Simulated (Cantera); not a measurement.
A perfectly stirred reactor is fed with H₂ : O₂ : N₂ = 0.076 : 1 : 0.12 (molar parts), at 12.0 Torr; it is held at 1250 K, and followed from long to short residence time.

Model: GRI-Mech 3.0 (53 species, 325 reactions), integrated in Cantera. Radical loss at walls, strong at low pressure, is not modelled. The temperature is held fixed by assumption; the heat of reaction is taken as removed at once.

Question: What does this change do: temperature 1250 to 1473 K?

Answer: 
| quantity | before | after |
|---|---|---|
| x(H₂) at τ = 5.80 s | 6.45e-5 | 7.22e-5 |
| x(O₂) at τ = 5.80 s | 0.829 | 0.828 |
| x(OH) at τ = 5.80 s | 0.000803 | 0.00182 |
| x(H₂O₂) at τ = 5.80 s | 5.16e-8 | 1.62e-8 |
| x(NO) at τ = 5.80 s | 3.10e-8 | 3.72e-7 |
| x(H₂) at τ = 0.100 s | 0.000744 | 0.000772 |
| x(O₂) at τ = 0.100 s | 0.818 | 0.809 |
| x(OH) at τ = 0.100 s | 0.00288 | 0.00592 |
| x(H₂O₂) at τ = 0.100 s | 1.19e-7 | 4.79e-8 |
| x(NO) at τ = 0.100 s | 9.09e-8 | 2.76e-7 |
